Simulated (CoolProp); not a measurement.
Saturation properties of R22 (Tc = 369.3 K, pc = 49.90 bar, ω = 0.221).

Model: reference Helmholtz-energy equation of state, Kamei 1995, in CoolProp.

```json
[
 {"T (K)": "278.6", "p (bar)": "5.924", "vapour density (kg/m³)": "25.13", "liquid cp (kJ/(kg K))": "1.185", "surface tension (mN/m)": "11.0", "liquid conductivity (mW/(m K))": "93.2"},
 {"T (K)": "284.6", "p (bar)": "7.112", "vapour density (kg/m³)": "30.08", "liquid cp (kJ/(kg K))": "1.204", "surface tension (mN/m)": "10.1", "liquid conductivity (mW/(m K))": "90.5"},
 {"T (K)": "290.7", "p (bar)": "8.493", "vapour density (kg/m³)": "35.90", "liquid cp (kJ/(kg K))": "1.226", "surface tension (mN/m)": "9.19", "liquid conductivity (mW/(m K))": "87.8"},
 {"T (K)": "296.7", "p (bar)": "10.04", "vapour density (kg/m³)": "42.49", "liquid cp (kJ/(kg K))": "1.250", "surface tension (mN/m)": "8.32", "liquid conductivity (mW/(m K))": "85.2"},
 {"T (K)": "302.8", "p (bar)": "11.81", "vapour density (kg/m³)": "50.23", "liquid cp (kJ/(kg K))": "1.279", "surface tension (mN/m)": "7.46", "liquid conductivity (mW/(m K))": "82.5"},
 {"T (K)": "308.8", "p (bar)": "13.77", "vapour density (kg/m³)": "59.00", "liquid cp (kJ/(kg K))": "1.312", "surface tension (mN/m)": "6.63", "liquid conductivity (mW/(m K))": "79.8"},
 {"T (K)": "314.9", "p (bar)": "16.00", "vapour density (kg/m³)": "69.31", "liquid cp (kJ/(kg K))": "1.351", "surface tension (mN/m)": "5.80", "liquid conductivity (mW/(m K))": "77.0"},
 {"T (K)": "321", "p (bar)": "18.49", "vapour density (kg/m³)": "81.28", "liquid cp (kJ/(kg K))": "1.399", "surface tension (mN/m)": "4.99", "liquid conductivity (mW/(m K))": "74.2"},
 {"T (K)": "327", "p (bar)": "21.20", "vapour density (kg/m³)": "95.01", "liquid cp (kJ/(kg K))": "1.459", "surface tension (mN/m)": "4.23", "liquid conductivity (mW/(m K))": "71.4"}
]
```

It boils at 232.3 K under 1 atm.

Thermal conductivity comes from a separate model (McLinden 2000), an estimate that may be off by 10 % or more. Surface tension comes from a separate correlation (Mulero 2012).
